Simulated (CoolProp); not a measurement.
A single-stage vapour-compression cycle with R124: evaporating at 232.15 K (dew point), condensing at 295.15 K (bubble point), superheat 10 K, subcooling 8 K, compressor efficiency 0.6, no pressure losses. Each further row changes one setting.

Values from CoolProp's reference Helmholtz-energy equation of state, de Vries 1995.

```json
[
 {"case": "as stated", "cooling COP": "1.80", "pressure ratio": "13.9", "discharge temperature (K)": "345.1", "refrigerating effect (kJ/kg)": "127", "volumetric capacity (kJ/m³)": "218"},
 {"case": "evaporating temperature 237.15 K", "cooling COP": "2.04", "pressure ratio": "10.6", "discharge temperature (K)": "340.2", "refrigerating effect (kJ/kg)": "130", "volumetric capacity (kJ/m³)": "287"},
 {"case": "condensing temperature 290.15 K", "cooling COP": "2.01", "pressure ratio": "11.9", "discharge temperature (K)": "338.6", "refrigerating effect (kJ/kg)": "132", "volumetric capacity (kJ/m³)": "227"},
 {"case": "subcooling 13 K", "cooling COP": "1.87", "pressure ratio": "13.9", "discharge temperature (K)": "345.1", "refrigerating effect (kJ/kg)": "132", "volumetric capacity (kJ/m³)": "227"},
 {"case": "superheat 20 K", "cooling COP": "1.81", "pressure ratio": "13.9", "discharge temperature (K)": "356.7", "refrigerating effect (kJ/kg)": "133", "volumetric capacity (kJ/m³)": "220"},
 {"case": "compressor efficiency 0.5", "cooling COP": "1.50", "pressure ratio": "13.9", "discharge temperature (K)": "362.1", "refrigerating effect (kJ/kg)": "127", "volumetric capacity (kJ/m³)": "218"}
]
```
